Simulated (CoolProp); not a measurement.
Saturation properties of chlorine.

Computed with CoolProp (reference Helmholtz-energy equation of state, Thol 2021).

```json
[
 {"T (°C)": "-5.75", "p (bar)": "3.035", "vapour density (kg/m³)": "10.26", "enthalpy of vaporisation (kJ/kg)": "269.9", "liquid cp (kJ/(kg K))": "0.9563"},
 {"T (°C)": "11.75", "p (bar)": "5.319", "vapour density (kg/m³)": "17.37", "enthalpy of vaporisation (kJ/kg)": "257.9", "liquid cp (kJ/(kg K))": "0.9742"},
 {"T (°C)": "29.35", "p (bar)": "8.713", "vapour density (kg/m³)": "27.78", "enthalpy of vaporisation (kJ/kg)": "244.5", "liquid cp (kJ/(kg K))": "1.0000"},
 {"T (°C)": "46.95", "p (bar)": "13.47", "vapour density (kg/m³)": "42.47", "enthalpy of vaporisation (kJ/kg)": "229.3", "liquid cp (kJ/(kg K))": "1.036"},
 {"T (°C)": "64.45", "p (bar)": "19.82", "vapour density (kg/m³)": "62.64", "enthalpy of vaporisation (kJ/kg)": "212.0", "liquid cp (kJ/(kg K))": "1.088"},
 {"T (°C)": "82.05", "p (bar)": "28.10", "vapour density (kg/m³)": "90.55", "enthalpy of vaporisation (kJ/kg)": "191.8", "liquid cp (kJ/(kg K))": "1.167"},
 {"T (°C)": "99.55", "p (bar)": "38.48", "vapour density (kg/m³)": "129.3", "enthalpy of vaporisation (kJ/kg)": "167.9", "liquid cp (kJ/(kg K))": "1.302"},
 {"T (°C)": "117.15", "p (bar)": "51.36", "vapour density (kg/m³)": "187.1", "enthalpy of vaporisation (kJ/kg)": "137.3", "liquid cp (kJ/(kg K))": "1.596"}
]
```

It boils at -34.0 °C under 1 atm.
